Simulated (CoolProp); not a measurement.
Vapour-liquid equilibrium of fluoroethane (R161) (1) + R134a (2) at 994 kPa; x and y are mole fractions of (1).

Values from CoolProp's multi-fluid Helmholtz-energy mixture model, Wu 2012 and Tillner-Roth 1994; pair parameters Bell 2016.

Q: Give the bubble temperature and the first vapour's composition at x = 0.35, 0.425, 0.95. Is there an azeotrope?

A: x = 0.35: 309.1 K, y = 0.398; x = 0.425: 308.3 K, y = 0.480; x = 0.95: 301.5 K, y = 0.964. No azeotrope shows between x = 0.05 and 0.95.

The pair parameters rest on a limited set of measurements; away from them the model extrapolates.
